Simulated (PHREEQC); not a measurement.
Solution (85 °C): 0.0061 mol/kgw ZnCl2 and 0.17 mol/kgw H3BO3. Closed to the air; pH follows from the charge balance.

Equilibrium calculation in PHREEQC: ion-association model, phreeqc.dat.

The ionic strength comes out as 0.0166 mol/kgw. What activity coefficients do H2BO3-, ZnOH+, Zn+2, Cl-, ZnCl+ get?

H2BO3- 0.86, ZnOH+ 0.86, Zn+2 0.57, Cl- 0.86, ZnCl+ 0.86.

This is a speciation only: nothing precipitates in the calculation. Species that the database lacks are ignored. At this temperature some constants are extrapolated from 25 °C, and those without enthalpy data are left unchanged.
